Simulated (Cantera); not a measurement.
Input (Python, Cantera) and output of one run.

```python
import numpy as np
import cantera as ct

gas_names = [...]  # 113 gases of nasa_gas.yaml made of C, H, O, Ti
cond_names = """
    C(gr) C6H6(L) C7H8(L) C8H18(L),n-octa H2O(s) H2O(L) Ti(a) Ti(b) Ti(L) TiC(s) TiC(L) TiO(a) TiO(b)
    TiO(L) TiO2(ru) TiO2(L) Ti2O3(a) Ti2O3(b) Ti2O3(L) Ti3O5(a) Ti3O5(b) Ti3O5(L) Ti4O7(s) Ti4O7(L)
""".split()


# ... load() reads the species with a 1 bar reference pressure and builds the phases ...
atoms = {
    'Ti(OiPr)4': {'Ti': 1, 'C': 12, 'H': 28, 'O': 4},
    'H2O': {'H': 2, 'O': 1},
}
top_T = {'C(gr)': 4500}  # K; cautious upper limits of use, not melting points


# ... equilibrate(T, P, feed) seeds the gas with the atoms and calls Mixture.equilibrate('TP', solver="vcs", rtol=1e-11, max_steps=5000) ...
results = []
feed = {'Ti(OiPr)4': 1, 'H2O': 0.96}  # mol
P = 1000  # Pa
for T in [1000, 1100, 1200, 1300, 1400, 1500, 1600, 1700, 1800, 1900, 2000, 2100]:
    mix = equilibrate(T, P, feed)
    results.append((T, P, feed, dict(zip(mix.species_names, mix.species_moles))))

top = {s: max(r[3][s] / sum(r[3][g] for g in gas_names) for r in results) for s in gas_names}
cols = sorted((s for s in top if top[s] > 0.001), key=lambda s: -top[s])[:9]
seen = [c for c in cond_names if any(r[3].get(c, 0) > 1e-12 for r in results)]
print("log10 of partial pressures in bar; condensed amounts in mol")
print(f"{'T/K':>10s}" + "".join(f"{s[:9]:>10s}" for s in cols + seen))
for T, P, feed, n in results:
    ng = sum(n[g] for g in gas_names)
    print(f"{T:10.4g}" + "".join(f"{np.log10(max(n[s] / ng * P / 1e5, 1e-99)):10.3f}" for s in cols)
          + "".join(f"{n.get(c, 0):10.4g}" for c in seen))
```

It prints:

```
log10 of partial pressures in bar; condensed amounts in mol
       T/K        H2        CO         H C2H2,acet     C(gr)    TiC(s)  TiO2(ru)  Ti3O5(b)  Ti4O7(s)
      1000    -2.079    -2.784    -9.683   -11.021     9.041         0         1         0         0
      1100    -2.085    -2.753    -8.630    -9.960     8.788         0         0         0      0.25
      1200    -2.086    -2.744    -7.748    -9.075     8.706         0         0    0.3333         0
      1300    -2.124    -2.604    -7.018    -8.364      6.04         1         0         0         0
      1400    -2.124    -2.604    -6.375    -7.723      6.04         1         0         0         0
      1500    -2.124    -2.604    -5.817    -7.169      6.04         1         0         0         0
      1600    -2.125    -2.604    -5.327    -6.685     6.039         1         0         0         0
      1700    -2.125    -2.604    -4.894    -6.259     6.038         1         0         0         0
      1800    -2.126    -2.604    -4.509    -5.882     6.035         1         0         0         0
      1900    -2.128    -2.605    -4.164    -5.546     6.029         1         0         0         0
      2000    -2.132    -2.607    -3.855    -5.246     6.017         1         0         0         0
      2100    -2.139    -2.610    -3.576    -4.979     5.997         1         0         0         0
```

Method: chemical equilibrium by Gibbs-energy minimisation in Cantera with the NASA 1993 tables (ideal gas, pure condensed phases). The feed counts by its element totals alone. TiC: taken at fixed stoichiometry. Condensed phases not in the tables: Magnéli phases beyond Ti4O7.
